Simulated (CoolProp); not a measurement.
Saturation properties of carbon dioxide (Tc = 31.0 °C, pc = 73.77 bar, ω = 0.224).

Values from CoolProp's reference Helmholtz-energy equation of state, Span 1996.

| T (°C) | p (bar) | vapour density (kg/m³) | vapour viscosity (µPa s) | liquid conductivity (mW/(m K)) |
|---|---|---|---|---|
| -50.45 | 6.700 | 17.61 | 11.2 | 170 |
| -47.25 | 7.618 | 19.94 | 11.4 | 166 |
| -44.15 | 8.595 | 22.42 | 11.5 | 162 |
| -40.95 | 9.698 | 25.23 | 11.7 | 158 |
| -37.75 | 10.90 | 28.32 | 11.9 | 154 |
| -34.65 | 12.17 | 31.60 | 12.0 | 150 |
| -31.45 | 13.59 | 35.31 | 12.2 | 146 |
| -28.25 | 15.14 | 39.36 | 12.4 | 143 |
| -25.15 | 16.75 | 43.66 | 12.6 | 139 |
| -21.95 | 18.54 | 48.52 | 12.8 | 135 |
| -18.85 | 20.40 | 53.66 | 13.0 | 131 |

Viscosity comes from a separate model (Laesecke 2017). Thermal conductivity comes from a separate model (Huber 2016).
